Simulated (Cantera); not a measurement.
Mixture: CH4 : O2 : N2 = 1 : 3.33 : 12.5 (molar parts), equivalence ratio 0.60, at 4.93 atm, adiabatic and at constant volume. Ignition delay is the time to a rise of 400 K.

Model: GRI-Mech 3.0 (53 species, 325 reactions), integrated in Cantera.

### Question
What does this change do: constant pressure in place of constant volume?

### Answer
| quantity | before | after |
|---|---|---|
| delay at 1225 K | 5.43 ms | 5.65 ms |
| delay at 1375 K | 0.931 ms | 0.978 ms |
| delay at 1525 K | 0.207 ms | 0.218 ms |
| delay at 1675 K | 59.1 µs | 62.7 µs |
| apparent activation energy between 1600 and 1750 K | 180 kJ/mol | 170 kJ/mol |

### Question
What does this change do: 1.4 parts H2O added?

### Answer
```tsv
quantity	before	after
delay at 1225 K	5.43 ms	5.89 ms
delay at 1375 K	0.931 ms	1.07 ms
delay at 1525 K	0.207 ms	0.236 ms
delay at 1675 K	59.1 µs	63.4 µs
apparent activation energy between 1600 and 1750 K	180 kJ/mol	190 kJ/mol
```
